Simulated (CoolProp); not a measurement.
Vapour-liquid equilibrium of R1234yf (1) + R152A (2) at 272.5 K; x and y are mole fractions of (1).

The numbers come from the multi-fluid Helmholtz-energy mixture model, Lemmon 2022 and Outcalt 1996; pair parameters Bell 2023 in CoolProp.

Task: Give the bubble pressure and the first vapour's composition at x = 0.125, 0.275, 0.65. Is there an azeotrope?

Result: x = 0.125: 0.2762 MPa, y = 0.173; x = 0.275: 0.2911 MPa, y = 0.332; x = 0.65: 0.3087 MPa, y = 0.664. y crosses x between x = 0.8 and 0.875: the model has an azeotrope there.

The pair parameters rest on a limited set of measurements; away from them the model extrapolates.
